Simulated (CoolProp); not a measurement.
Vapour-liquid equilibrium of fluoroethane (R161) (1) + R1234yf (2) at 324.3 K; x and y are mole fractions of (1).

Model: multi-fluid Helmholtz-energy mixture model, Wu 2012 and Lemmon 2022; pair parameters Bell 2016, in CoolProp.

Problem. Give the bubble pressure and the first vapour's composition at x = 0.05, 0.75, 0.95. Is there an azeotrope?

Solution. x = 0.05: 13.65 bar, y = 0.062; x = 0.75: 16.94 bar, y = 0.779; x = 0.95: 17.63 bar, y = 0.956. No azeotrope shows between x = 0.05 and 0.95.

The pair parameters rest on a limited set of measurements; away from them the model extrapolates.
